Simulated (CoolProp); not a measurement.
Vapour-liquid equilibrium of dimethyl ether (1) + n-pentane (2) at 231.7 K; x and y are mole fractions of (1).

Values from CoolProp's multi-fluid Helmholtz-energy mixture model, Wu 2011 and Thol 2019; pair parameters Bell 2016.

Problem. Give the bubble pressure and the first vapour's composition at x = 0.05, 0.5, 0.95. Is there an azeotrope?

Solution. x = 0.05: 0.03880 bar, y = 0.398; x = 0.5: 0.3161 bar, y = 0.965; x = 0.95: 0.4435 bar, y = 0.993. No azeotrope shows between x = 0.05 and 0.95.

Pair parameters are fitted to limited data, so mixtures are less certain than the pure fluids. The gap from Raoult's law changes sign with composition, which may be real or a fault of the pair parameters; it wasn't checked against measurements.
